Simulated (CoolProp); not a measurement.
A single-stage vapour-compression cycle with the fluid: evaporating at 265.15 K (dew point), condensing at 296.15 K (bubble point), superheat 8 K, subcooling 2 K, compressor efficiency 0.9, no pressure losses. The same conditions are run with several fluids, on thermodynamics alone (safety and materials aside).

Computed with CoolProp (reference Helmholtz-energy equation of state of each fluid (R407C: Lemmon 2003; R142b: Lemmon 2006; R1336mzz(Z): McLinden 2020; R113: Marx 1992; R245ca: Zhou 2016; trans-2-butene: Lemmon 2005)). Blends and air are pseudo-pure fits.

```
fluid           cooling COP  pressure ratio  discharge temperature (K)  refrigerating effect (kJ/kg)  volumetric capacity (kJ/m³)
--------------  -----------  --------------  -------------------------  ----------------------------  ---------------------------
R407C                  5.45            3.27                      324.3                    (withheld)                         2590
R142b                  6.95            2.99                      311.2                           192                          938
R1336mzz(Z)      (withheld)            4.11                      302.2                           155                          188
R113                   7.06            4.11                      305.1                    (withheld)                          117
R245ca                 6.99      (withheld)                      306.0                           190                          260
trans-2-butene         7.01      (withheld)                 (withheld)                           360                          653
```

Problem. Some entries are withheld; supply them.

Solution. 
- R407C, refrigerating effect (kJ/kg): 182
- R1336mzz(Z), cooling COP: 6.96
- R113, refrigerating effect (kJ/kg): 140
- R245ca, pressure ratio: 4.05
- trans-2-butene, pressure ratio: 3.08
- trans-2-butene, discharge temperature (K): 310.0
